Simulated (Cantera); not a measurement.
Charge: 1 mol SiO₂, 0.17 mol MgO, 0.44 mol O₂, held at 1498 K and 0.133 bar.

Cantera equilibrium calculation (NASA polynomials, part measured and part estimated; ideal gas, pure solids and liquids). Candidate condensed phases: Mg, MgO, MgSiO₃, Mg₂SiO₄, Si, SiO₂; 11 gas species. Mutual solubility and eutectic melting of coexisting phases are not modelled. The tables hold silica as quartz up to 1696 K and as liquid above; real silica turns to tridymite and cristobalite and melts near 1996 K. Condensed phases not in the tables: alloys, solid solutions and most ternary compounds. Kinetics and transport are ignored.

Base state: O₂ 1.000, O 1.08e-5 (mole fractions); condensed: MgSiO₃(s) + SiO₂(β-quartz).

**Question.** What changes in the equilibrium state with this change: 0.0018 mol Cl₂ added?

**Answer.** 
```
species               before    after
-------------------  -------  -------
O₂                     1.000    0.993
Cl                         0  0.00553
Cl₂                        0  0.00123
MgCl₂                      0  4.31e-5
ClO                        0  4.96e-5
O                    1.08e-5  1.08e-5
MgSiO₃(s), mol         0.170    0.170
SiO₂(β-quartz), mol    0.830    0.830
```
Further candidate phases: MgCl₂.
